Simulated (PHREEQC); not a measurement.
Dissolve 0.52 mol KCl and 0.033 mol NaHCO3 per kg of water at 25 °C. Closed to the air; pH follows from the charge balance.

The numbers come from PHREEQC with the Pitzer model, pitzer.dat.

The ionic strength comes out as 0.553 mol/kgw. What activity coefficients do Cl-, K+, OH-, CO3-2, HCO3- get?

Cl- 0.64, K+ 0.64, OH- 0.69, CO3-2 0.16, HCO3- 0.66. Single-ion values are on the MacInnes scale.

No solid was allowed to form. Complexes and solids missing from the database can't appear.
